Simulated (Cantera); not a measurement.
Feed: 1 mol SiHCl₃, 0.055 mol HCl, 25 mol N₂, 0.0015 mol H₂, at 13.3 mbar.

Method: chemical equilibrium by Gibbs-energy minimisation in Cantera with the NASA 1993 tables (ideal gas, pure condensed phases). Candidate condensed phases: NH₄Cl, Si, Si₃N₄; 28 gas species. N₂ is the only nitrogen source here; it is nearly inert below about 1500 K, so the nitride shown seldom forms there in practice. The tables' values for SiCl₃, SiCl are old estimates; treat these amounts as uncertain. Kinetics and transport are ignored.

log p: log10 of the partial pressure in bar; n: condensed amount in mol.

```tsv
T (K)	log p N₂	log p HCl	log p SiCl₂	log p SiCl₄	n Si₃N₄(s)
1198	-1.90	-3.31	-5.44	-3.59	0.156
1248	-1.90	-3.31	-4.96	-3.61	0.152
1298	-1.90	-3.31	-4.53	-3.65	0.144
1348	-1.90	-3.31	-4.15	-3.72	0.127
1398	-1.90	-3.32	-3.83	-3.86	0.0978
1448	-1.91	-3.33	-3.59	-4.09	0.0585
1498	-1.91	-3.35	?	?	?
1548	-1.91	-3.36	-3.37	?	0
1598	-1.91	-3.35	-3.36	-4.94	0
1648	-1.91	-3.34	-3.35	-5.12	0
1698	-1.91	-3.33	-3.34	-5.32	0
```

Some entries are withheld; supply them.


- 1498, log p SiCl₂: -3.44
- 1498, log p SiCl₄: -4.45
- 1498, n Si₃N₄(s): 0.0190
- 1548, log p SiCl₄: -4.76
